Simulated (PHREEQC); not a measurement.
0.3 g of hydrous ferric oxide (600 m²/g; 0.2 weak and 0.005 strong sites per Fe, Dzombak-Morel constants, diffuse double layer) in 1 kg of water with 0.05 mol/kgw of an inert sodium salt and 1.2 mmol/kgw SrCl2, at 25 °C; the pH is set by adding NaOH or the inert anion's acid. Oxygen is held at 0.21 atm. No CO2 enters from the air. Nothing may precipitate in this run.

Equilibrium calculation in PHREEQC: ion-association model, wateq4f.dat.

Problem. Predict surface charge σ (C/m²), surface potential ψ (mV) at pH = 4.5, 6, 9.5.

Solution. 
```
pH   surface charge σ (C/m²)  surface potential ψ (mV)
---  -----------------------  ------------------------
4.5                    0.242                       148
6                      0.091                        99
9.5                   -0.014                       -26
```
